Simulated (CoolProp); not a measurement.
A single-stage vapour-compression cycle with cyclohexane: evaporating at 316.15 K (dew point), condensing at 378.15 K (bubble point), superheat 5 K, subcooling 8 K, compressor efficiency 0.7, no pressure losses. Each further row changes one setting.

The numbers come from the reference Helmholtz-energy equation of state, Zhou 2014 in CoolProp.

| case | cooling COP | pressure ratio | discharge temperature (K) | refrigerating effect (kJ/kg) | volumetric capacity (kJ/m³) |
|---|---|---|---|---|---|
| as stated | 2.99 | 7.18 | 384.5 | 276 | 245 |
| evaporating temperature 321.15 K | 3.37 | 5.92 | 383.5 | 283 | 300 |
| condensing temperature 373.15 K | 3.33 | 6.30 | 380.4 | 287 | 254 |
| subcooling 13 K | 3.11 | 7.18 | 384.5 | 287 | 254 |
| superheat 15 K | 3.04 | 7.18 | 394.3 | 290 | 249 |
| compressor efficiency 0.6 | 2.56 | 7.18 | 393.2 | 276 | 245 |
